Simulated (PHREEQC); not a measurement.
Synthetic water in mmol/kgw, 25 °C, pH 8.29:

```
constituent           mmol/kgw
--------------------  --------
Na                        84.2
K                         4.52
Ca                        2.08
Mg                        1.04
Cl                          75
S(6)                      9.58
Alkalinity (meq/kgw)     0.542
B                       0.0724
```

Valence states are taken as typed.

Model: Pitzer model, pitzer.dat, run in PHREEQC.

Precipitation was switched off in this run.

**Question.** Order these B species by the share of B that they hold, largest first: B(OH)4-, MgB(OH)4+, CaB(OH)4+, B(OH)3.

**Answer.** B(OH)3 (86 %), B(OH)4- (13 %), CaB(OH)4+ (0.37 %), MgB(OH)4+ (0.11 %)

The pH is 8.29 and the ionic strength 0.107 mol/kgw.
